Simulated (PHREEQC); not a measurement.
## Hard or scaling water: an equilibrium model

Dissolve 0.0049 mol MgCl2, 0.019 mol NaHCO3 and 0.024 mol MgSO4 per kg of water at 25 °C. Closed to the air; pH follows from the charge balance.

Model: ion-association model, phreeqc.dat, run in PHREEQC.

No solid was allowed to form.

**Question.** Estimate the pH, specific conductance, ionic strength.

**Answer.** pH 7.84; specific conductance 4990 µS/cm; ionic strength 0.0872 mol/kgw.

**Question.** In which forms is C present?

**Answer.** HCO3- 87 %, MgHCO3+ 7.8 %, CO2 2.2 %, MgCO3 1.6 %, CO3-2 0.6 %, NaHCO3 0.6 % of the C.
